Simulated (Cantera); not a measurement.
Silicon epitaxy and polysilicon growth: SiH2Cl2 + H2

Input: 1 mol SiH2Cl2, 19 mol H2, held at 750 °C.

Cantera equilibrium calculation (NASA polynomials, part measured and part estimated; ideal gas, pure solids and liquids). Candidate condensed phases: Si; 19 gas species. The tables' values for SiCl3 are old estimates; treat these amounts as uncertain. Kinetics and transport are ignored.

From 1.00 mbar to 2.00 bar the condensed part is Si(s). The main Si-bearing gas is SiCl4 at 1.00 mbar and SiHCl3 at 2.00 bar. The share of Si in condensed phases is highest at 1.00 mbar (67.4 %) and lowest at 2.00 bar (44.7 %).

| P (Pa) | x H2 | x HCl | x SiCl4 | x SiHCl3 | x SiCl2 | x SiH2Cl2 | x SiCl3 | n Si(s) |
|---|---|---|---|---|---|---|---|---|
| 100 | 0.940 | 0.0438 | 0.00911 | 0.00165 | 0.00363 | 3.32e-5 | 0.00125 | 0.674 |
| 460 | 0.950 | 0.0323 | 0.0121 | 0.00300 | 0.00195 | 8.28e-5 | 0.00105 | 0.625 |
| 2100 | 0.957 | 0.0229 | 0.0137 | 0.00485 | 0.000974 | 0.000190 | 0.000795 | 0.577 |
| 9600 | 0.961 | 0.0158 | 0.0141 | 0.00726 | 0.000461 | 0.000414 | 0.000555 | 0.532 |
| 44000 | 0.964 | 0.0107 | 0.0133 | 0.0102 | 0.000209 | 0.000863 | 0.000363 | 0.489 |
| 200000 | 0.966 | 0.00705 | 0.0116 | 0.0134 | 9.15e-5 | 0.00172 | 0.000224 | 0.447 |
x: gas mole fraction; n: condensed amount in mol.
